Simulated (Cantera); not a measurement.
Feed: 1 mol c-C₄F₈, a varied amount of HCl, 0.2 mol H₂, at 450 °C and 10.0 mbar.

These are equilibrium values from Cantera (NASA tables, ideal gas, pure condensed phases), not measurements of a reactor. Candidate condensed phases: C, C₆H₆, C₇H₈, C₈H₁₈; 118 gas species. The feed counts by its element totals alone. Condensed phases not in the tables: fluorocarbon polymer. Gases not in the tables: C₂F₆ and larger saturated fluorocarbons. The numbers say what is thermodynamically allowed, not how fast it happens.

Question: At 0.38 mol HCl, list the 5 most abundant gas species with their mole fractions, and the condensed phases.

Answer: CF₄ 0.707, HF 0.152, HCl 0.139, CClF₃ 0.00159, Cl₂ 0.000724. Condensed: C(graphite).
